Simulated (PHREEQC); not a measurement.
Make-up at 25 °C: 0.002 mol/kgw FeSO4 and 0.0027 mol/kgw CuCl2. Closed to the air; pH follows from the charge balance.

All values are PHREEQC results (ion-association model, wateq4f.dat), not measurements.

Each row changes one thing in this solution. Precipitation was switched off in this run.

```
case                                           pH  ionic strength (mol/kgw)
-------------------------------------------  ----  ------------------------
as made                                      5.12                    0.0141
FeSO4 from 0.002 to 0.003 mol/kgw            5.14                    0.0170
CuCl2 left out                               6.22                   0.00692
FeSO4 left out                               5.07                   0.00804
CuCl2 replaced by RbCl at the same molality  6.23                   0.00970
0.00021 mol/kgw CsOH added                   5.88                    0.0140
temperature from 25 to 85 °C                 4.54                    0.0130
```

Some of these states are supersaturated (in Brochantite, Antlerite, Atacamite, for instance). Away from 25 °C the constants follow the database's enthalpies or fits; those with neither stay at their 25 °C values.
